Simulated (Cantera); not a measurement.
Feed: 1 mol Cu, 0.5 mol CO2, 1 mol H2, equilibrated at 1898 K and 0.00140 bar.

Equilibrium computed with Cantera from the NASA thermochemical tables; the gas is ideal and each condensed phase is pure. Candidate condensed phases: C, C6H6, C7H8, C8H18, Cu, CuO, Cu(OH)2, Cu2O, H2O; 113 gas species. The numbers say what is thermodynamically allowed, not how fast it happens.

Base state: Cu 0.397, H2 0.225, CO 0.169, H2O 0.168, CO2 0.0301, H 0.00990, OH 0.000607, Cu2 0.000399 (mole fractions); condensed: gas only.

**Question.** What changes in the equilibrium state with this change: CO2 from 0.5 to 0.13 mol?

**Answer.** 
| species | before | after |
|---|---|---|
| Cu | 0.397 | 0.465 |
| H2 | 0.225 | 0.401 |
| CO | 0.169 | 0.0586 |
| H2O | 0.168 | 0.0585 |
| CO2 | 0.0301 | 0.00203 |
| H | 0.00990 | 0.0132 |
| O | 2.01e-5 | 3.91e-6 |
| OH | 0.000607 | 0.000158 |
| Cu2 | 0.000399 | 0.000548 |
